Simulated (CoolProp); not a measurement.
Vapour-liquid equilibrium of n-pentane (1) + acetone (2) at 40.55 °C; x and y are mole fractions of (1).

Model: multi-fluid Helmholtz-energy mixture model, Thol 2019 and Lemmon 2006; pair parameters Bell 2016, in CoolProp.

```json
[
 {"x": "0.05", "bubble pressure, mixture model (MPa)": "0.07797", "bubble pressure, Raoult's law (MPa)": "0.06079", "y, mixture model": "0.286", "y, Raoult's law": "0.097"},
 {"x": "0.125", "bubble pressure, mixture model (MPa)": "0.09877", "bubble pressure, Raoult's law (MPa)": "0.06529", "y, mixture model": "0.465", "y, Raoult's law": "0.226"},
 {"x": "0.2", "bubble pressure, mixture model (MPa)": "0.1118", "bubble pressure, Raoult's law (MPa)": "0.06979", "y, mixture model": "0.549", "y, Raoult's law": "0.338"},
 {"x": "0.275", "bubble pressure, mixture model (MPa)": "0.1198", "bubble pressure, Raoult's law (MPa)": "0.07429", "y, mixture model": "0.597", "y, Raoult's law": "0.436"},
 {"x": "0.35", "bubble pressure, mixture model (MPa)": "0.1248", "bubble pressure, Raoult's law (MPa)": "0.07880", "y, mixture model": "0.627", "y, Raoult's law": "0.523"},
 {"x": "0.425", "bubble pressure, mixture model (MPa)": "0.1280", "bubble pressure, Raoult's law (MPa)": "0.08330", "y, mixture model": "0.649", "y, Raoult's law": "0.601"},
 {"x": "0.5", "bubble pressure, mixture model (MPa)": "0.1301", "bubble pressure, Raoult's law (MPa)": "0.08780", "y, mixture model": "0.667", "y, Raoult's law": "0.671"},
 {"x": "0.575", "bubble pressure, mixture model (MPa)": "0.1316", "bubble pressure, Raoult's law (MPa)": "0.09230", "y, mixture model": "0.684", "y, Raoult's law": "0.734"},
 {"x": "0.65", "bubble pressure, mixture model (MPa)": "0.1326", "bubble pressure, Raoult's law (MPa)": "0.09680", "y, mixture model": "0.703", "y, Raoult's law": "0.791"},
 {"x": "0.725", "bubble pressure, mixture model (MPa)": "0.1330", "bubble pressure, Raoult's law (MPa)": "0.1013", "y, mixture model": "0.728", "y, Raoult's law": "0.843"},
 {"x": "0.8", "bubble pressure, mixture model (MPa)": "0.1325", "bubble pressure, Raoult's law (MPa)": "0.1058", "y, mixture model": "0.763", "y, Raoult's law": "0.891"},
 {"x": "0.875", "bubble pressure, mixture model (MPa)": "0.1302", "bubble pressure, Raoult's law (MPa)": "0.1103", "y, mixture model": "0.816", "y, Raoult's law": "0.935"},
 {"x": "0.95", "bubble pressure, mixture model (MPa)": "0.1246", "bubble pressure, Raoult's law (MPa)": "0.1148", "y, mixture model": "0.905", "y, Raoult's law": "0.975"}
]
```

The largest gap from Raoult's law is +61.3 % in bubble pressure, at x = 0.275. y crosses x between x = 0.725 and 0.8: the model has an azeotrope there.

Pair parameters are fitted to limited data, so mixtures are less certain than the pure fluids. With so large a gap from Raoult's law the liquid may split in two, which this calculation doesn't test in full.
